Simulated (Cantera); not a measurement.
Mixture: 25.4 % CO, 9.64 % H₂, 11.7 % O₂, 53.3 % N₂, equivalence ratio 1.5, at 1.00 atm, adiabatic and at constant pressure. Ignition delay is the time to a rise of 400 K.

Computed with Cantera and GRI-Mech 3.0 (53 species, 325 reactions). Below about 950 K walls govern HO2 and H2O2 in real vessels. Where the delays flatten at high temperature, the 400 K rule measures the pace of heat release, not the induction time.

**Question.** Predict: delay at 925 K; delay at 1025 K; delay at 1125 K; delay at 1225 K; delay at 1325 K; delay at 1425 K.

**Answer.** 
| Item | Value |
|---|---|
| delay at 925 K | 5.65 ms |
| delay at 1025 K | 0.286 ms |
| delay at 1125 K | 0.117 ms |
| delay at 1225 K | 70.7 µs |
| delay at 1325 K | 51.1 µs |
| delay at 1425 K | 41.9 µs |
